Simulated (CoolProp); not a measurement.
Vapour-liquid equilibrium of ethane (1) + propylene (2) at 1240 kPa; x and y are mole fractions of (1).

The numbers come from the multi-fluid Helmholtz-energy mixture model, Bücker 2006 and Lemmon 2013; pair parameters Bell 2016 in CoolProp.

Question: Give the bubble temperature and the first vapour's composition at x = 0.25, 0.75, 0.85. Is there an azeotrope?

Answer: x = 0.25: 8.6 °C, y = 0.492; x = 0.75: -16.2 °C, y = 0.905; x = 0.85: -19.9 °C, y = 0.948. No azeotrope shows between x = 0.05 and 0.95.

Pair parameters are fitted to limited data, so mixtures are less certain than the pure fluids.
